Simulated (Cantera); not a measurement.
A closed system holds: 1 mol SiCl4, 0.099 mol C3H8, 330 mol H2, at 67000 Pa.

These are equilibrium values from Cantera (NASA tables, ideal gas, pure condensed phases), not measurements of a reactor. Candidate condensed phases: C, C6H6, C7H8, C8H18, Si, SiC; 109 gas species. Mutual solubility and eutectic melting of coexisting phases are not modelled. Gases not in the tables: Si2H6 and higher silanes. Equilibrium is a limit: real reactors are often held back by kinetics, nucleation or transport. All values below are at 1798 K.

Base state: H2 0.988, HCl 0.0112, H 0.000428, SiCl2 0.000395, SiH2 2.92e-5, CH4 1.21e-5 (mole fractions); condensed: Si(l) + SiC(s).

Q: What changes in the equilibrium state with this change: 1.6 mol Cl2 added?

A: 
```
species        before     after
-----------  --------  --------
H2              0.988     0.979
HCl            0.0112    0.0192
SiCl2        0.000395   0.00116
CH4           1.21e-5   1.19e-5
SiH2          2.92e-5   2.89e-5
H            0.000428  0.000426
Si(l), mol      0.560     0.297
SiC(s), mol     0.293     0.293
```
